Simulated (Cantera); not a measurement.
A closed system holds: 1 mol SiCl4, 13 mol N2, equilibrated at 1825 °C and 1.73 Torr.

Cantera equilibrium calculation (NASA polynomials, part measured and part estimated; ideal gas, pure solids and liquids). Candidate condensed phases: Si, Si3N4; 13 gas species. The tables' values for SiCl3, SiCl are old estimates; treat these amounts as uncertain. The numbers say what is thermodynamically allowed, not how fast it happens.

Task: What is the equilibrium state?

Result: 
| Item | Value |
|---|---|
| x(N2) | 0.813 |
| x(Cl) | 0.125 |
| x(SiCl2) | 0.0604 |
| x(SiCl3) | 0.00127 |
| x(SiCl) | 0.000551 |
| x(Si) | 0.000230 |
| x(Cl2) | 3.21e-5 |
| x(SiCl4) | 2.65e-5 |
| x(SiN) | 2.07e-6 |
| gas amount | 15.99 mol |
| log10 activity of Si(l) (absent) | -2.39 |
